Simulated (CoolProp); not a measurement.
A single-stage vapour-compression cycle with R410A: evaporating at 263.15 K (dew point), condensing at 306.15 K (bubble point), superheat 0 K, subcooling 0 K, compressor efficiency 0.6, no pressure losses. Each further row changes one setting.

Computed with CoolProp (reference Helmholtz-energy equation of state, Lemmon 2003). It is a pseudo-pure fit of the blend.

```csv
case,cooling COP,pressure ratio,discharge temperature (K),refrigerating effect (kJ/kg),volumetric capacity (kJ/m³)
as stated,2.80,3.56,345.8,164,3610
evaporating temperature 268.15 K,3.30,…,339.9,…,4310
condensing temperature 301.15 K,3.30,3.13,337.0,173,3800
subcooling 5 K,2.95,3.56,345.8,173,3800
superheat 10 K,2.79,3.56,…,…,…
compressor efficiency 0.5,…,3.56,356.3,164,3610
```

### Question
What belongs in the gaps?

### Answer

- evaporating temperature 268.15 K, pressure ratio: 3.01
- evaporating temperature 268.15 K, refrigerating effect (kJ/kg): 166
- superheat 10 K, discharge temperature (K): 358.4
- superheat 10 K, refrigerating effect (kJ/kg): 174
- superheat 10 K, volumetric capacity (kJ/m³): 3600
- compressor efficiency 0.5, cooling COP: 2.34
